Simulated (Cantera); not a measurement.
An isothermal, constant-pressure homogeneous reactor starts with 1.91 % CH₄, 87.0 % H₂, 6.35 % H, 4.70 % N₂, at 1723 K and 0.158 atm.

Computed with Cantera and GRI-Mech 3.0 (53 species, 325 reactions). GRI-Mech 3.0 stops at C3 and has no aromatics, soot or wall deposition, so with more carbon than oxygen in the feed, carbon stays in small species such as C2H2 where larger ones or solid carbon would form.

**Question.** Predict: x(CH₄) at 80.0 s; x(H₂) at 80.0 s; x(H) at 80.0 s; x(CH₃) at 80.0 s; x(CH₂) at 80.0 s; x(C₂H₆) at 80.0 s; x(C₂H₄) at 80.0 s.

**Answer.** 
```json
{
 "x(CH₄) at 80.0 s": "0.00145 (gas-phase equilibrium 0.00107)",
 "x(H₂) at 80.0 s": "0.941 (gas-phase equilibrium 0.942)",
 "x(H) at 80.0 s": "0.000446 (gas-phase equilibrium 0.000446)",
 "x(CH₃) at 80.0 s": "1.39e-5 (gas-phase equilibrium 1.03e-5)",
 "x(CH₂) at 80.0 s": "6.92e-9 (gas-phase equilibrium 5.12e-9)",
 "x(C₂H₆) at 80.0 s": "1.62e-8 (gas-phase equilibrium 8.85e-9)",
 "x(C₂H₄) at 80.0 s": "5.45e-5 (gas-phase equilibrium 2.98e-5)"
}
```
